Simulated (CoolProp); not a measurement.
A simple Rankine cycle with the fluoroketone C6F12O (FK-5-1-12): condensing at 324.15 K, boiler at 1.12 MPa, turbine inlet 420.1 K, turbine efficiency 0.8, pump efficiency 0.7, no recuperator. Each further row changes one setting.

Model: reference Helmholtz-energy equation of state, McLinden 2015, in CoolProp.

| case | thermal efficiency (%) | net work (kJ/kg) | heat in (kJ/kg) | turbine exit temperature (K) | volume ratio over the turbine |
|---|---|---|---|---|---|
| as stated | 9.9 | 16.1 | 163 | 388.3 | 13.9 |
| turbine inlet 440.1 K | 9.5 | 17.6 | 186 | 410.5 | 12.6 |
| condensing temperature 316.15 K | 10.7 | 18.3 | 172 | 385.6 | 18.5 |
| boiler pressure 0.784 MPa | 8.7 | 14.7 | 169 | 396.4 | 8.34 |
| turbine efficiency 0.7 | 8.6 | 14.0 | 163 | 390.5 | 14.0 |
